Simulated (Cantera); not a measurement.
What does this Cantera script print?

```python
import numpy as np
import cantera as ct

gas_names = """
    C CO CO2 C2 C2O C3 C3O2 C4 C5 Fe FeC5O5 FeO O O2 O3
""".split()
cond_names = """
    C(gr) Fe(a) Fe(c) Fe(d) Fe(L) FeC5O5(L) FeO(s) FeO(L) Fe2O3(s) Fe3O4(s)
""".split()


# ... load() reads the species with a 1 bar reference pressure and builds the phases ...
atoms = {
    'Fe': {'Fe': 1},
    'O2': {'O': 2},
    'CO': {'C': 1, 'O': 1},
}
top_T = {'C(gr)': 4500, 'Fe2O3(s)': 1830, 'Fe3O4(s)': 1870}  # K; cautious upper limits of use, not melting points


# ... equilibrate(T, P, feed) seeds the gas with the atoms and calls Mixture.equilibrate('TP', solver="vcs", rtol=1e-11, max_steps=5000) ...
results = []
feed = {'Fe': 1, 'O2': 0.71, 'CO': 4.6}  # mol
T = 1523.15  # K
P = 1000  # Pa
mix = equilibrate(T, P, feed)
results.append((T, P, feed, dict(zip(mix.species_names, mix.species_moles))))
x = sorted(zip(gas.X, gas.species_names), reverse=True)
print(f"T = {T:g} K  P = {P:g} Pa  gas = {mix.phase_moles(0):.4g} mol")
print("   x: " + "  ".join(f"{s} {v:.3e}" for v, s in x if v > 0.001))
print("   condensed (mol): " + ("  ".join(f"{mix.phase(i).name} {mix.phase_moles(i):.4g}"
      for i in range(1, mix.n_phases) if mix.phase_moles(i) > 1e-12) or "none"))
```

Output:

```
T = 1523.15 K  P = 1000 Pa  gas = 4.6 mol
   x: CO 8.625e-01  CO2 1.375e-01
   condensed (mol): Fe(c) 0.2125  FeO(s) 0.7874
```

Method: chemical equilibrium by Gibbs-energy minimisation in Cantera with the NASA 1993 tables (ideal gas, pure condensed phases). Mutual solubility and eutectic melting of coexisting phases are not modelled. The tables' stoichiometric FeO is somewhat more stable than real wüstite, so its field is too wide. FeO: taken at fixed stoichiometry.
